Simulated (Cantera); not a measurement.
Cantera run:

```python
import numpy as np
import cantera as ct

gas_names = """
    CL CLO CL2 H HCL HNO HNO2 HNO3 HOCL HO2 H2 H2O H2O2 N NH NH2 NH3 NH2OH NO NO2 NO3 N2 N2H2 N2H4 N2O O
    OH O2 O3
""".split()
cond_names = """
    H2O(s) H2O(L) NH4CL(a) NH4CL(b)
""".split()


# ... load() reads the species with a 1 bar reference pressure and builds the phases ...
atoms = {
    'HCl': {'H': 1, 'CL': 1},
    'O2': {'O': 2},
    'N2': {'N': 2},
}
top_T = {}  # K; cautious upper limits of use, not melting points


# ... equilibrate(T, P, feed) seeds the gas with the atoms and calls Mixture.equilibrate('TP', solver="vcs", rtol=1e-11, max_steps=5000) ...
results = []
feed = {'HCl': 1, 'O2': 0.16, 'N2': 8.6}  # mol
T = 2050  # K
for P in [10, 65, 420, 2700, 17000, 110000, 720000, 4700000, 30000000]:
    mix = equilibrate(T, P, feed)
    results.append((T, P, feed, dict(zip(mix.species_names, mix.species_moles))))
    x = sorted(zip(gas.X, gas.species_names), reverse=True)
    print(f"T = {T:g} K  P = {P:g} Pa  gas = {mix.phase_moles(0):.4g} mol")
    print("   x: " + "  ".join(f"{s} {v:.3e}" for v, s in x if v > 1e-06))
    print("   condensed (mol): " + ("  ".join(f"{mix.phase(i).name} {mix.phase_moles(i):.4g}"
          for i in range(1, mix.n_phases) if mix.phase_moles(i) > 1e-12) or "none"))
```

Output:

```
T = 2050 K  P = 10 Pa  gas = 10.16 mol
   x: N2 8.459e-01  CL 6.425e-02  HCL 3.419e-02  H 2.027e-02  H2O 1.230e-02  H2 7.984e-03  O 6.254e-03  O2 4.130e-03  OH 3.413e-03  NO 1.273e-03
   condensed (mol): none
T = 2050 K  P = 65 Pa  gas = 9.969 mol
   x: N2 8.620e-01  CL 5.058e-02  HCL 4.972e-02  H2O 1.695e-02  H 5.761e-03  O2 4.377e-03  H2 4.192e-03  OH 2.546e-03  O 2.525e-03  NO 1.323e-03  CL2 2.104e-06  CLO 1.241e-06
   condensed (mol): none
T = 2050 K  P = 420 Pa  gas = 9.887 mol
   x: N2 8.691e-01  HCL 6.063e-02  CL 4.049e-02  H2O 1.722e-02  O2 5.427e-03  OH 1.699e-03  H2 1.505e-03  NO 1.479e-03  H 1.358e-03  O 1.106e-03  CL2 8.711e-06  CLO 2.813e-06
   condensed (mol): none
T = 2050 K  P = 2700 Pa  gas = 9.85 mol
   x: N2 8.723e-01  HCL 6.876e-02  CL 3.268e-02  H2O 1.524e-02  O2 6.999e-03  NO 1.682e-03  OH 1.069e-03  O 4.954e-04  H2 4.623e-04  H 2.969e-04  CL2 3.648e-05  CLO 6.536e-06
   condensed (mol): none
T = 2050 K  P = 17000 Pa  gas = 9.827 mol
   x: N2 8.742e-01  HCL 7.539e-02  CL 2.607e-02  H2O 1.269e-02  O2 8.563e-03  NO 1.863e-03  OH 6.479e-04  O 2.184e-04  CL2 1.461e-04  H2 1.388e-04  H 6.481e-05  CLO 1.447e-05  HOCL 1.288e-06
   condensed (mol): none
T = 2050 K  P = 110000 Pa  gas = 9.808 mol
   x: N2 8.758e-01  HCL 8.074e-02  CL 2.007e-02  H2O 1.037e-02  O2 9.873e-03  NO 2.002e-03  CL2 5.602e-04  OH 3.805e-04  O 9.219e-05  H2 4.151e-05  CLO 3.042e-05  H 1.394e-05  HOCL 3.769e-06
   condensed (mol): none
T = 2050 K  P = 720000 Pa  gas = 9.787 mol
   x: N2 8.777e-01  HCL 8.403e-02  CL 1.434e-02  O2 1.067e-02  H2O 8.941e-03  NO 2.084e-03  CL2 1.872e-03  OH 2.252e-04  CLO 5.781e-05  O 3.746e-05  H2 1.346e-05  HOCL 1.043e-05  H 3.101e-06  NO2 2.014e-06
   condensed (mol): none
T = 2050 K  P = 4.7e+06 Pa  gas = 9.759 mol
   x: N2 8.802e-01  HCL 8.407e-02  O2 1.066e-02  H2O 9.108e-03  CL 8.888e-03  CL2 4.696e-03  NO 2.085e-03  OH 1.422e-04  CLO 9.150e-05  HOCL 2.665e-05  O 1.465e-05  H2 5.369e-06  NO2 5.146e-06
   condensed (mol): none
T = 2050 K  P = 3e+07 Pa  gas = 9.729 mol
   x: N2 8.829e-01  HCL 8.058e-02  H2O 1.102e-02  O2 9.779e-03  CL2 8.628e-03  CL 4.769e-03  NO 2.001e-03  CLO 1.188e-04  OH 9.629e-05  HOCL 6.182e-05  NO2 1.195e-05  O 5.556e-06  H2 2.684e-06  N2O 2.059e-06
   condensed (mol): none
```

Method: chemical equilibrium by Gibbs-energy minimisation in Cantera with the NASA 1993 tables (ideal gas, pure condensed phases). The ideal-gas law is rough above about 30 bar.
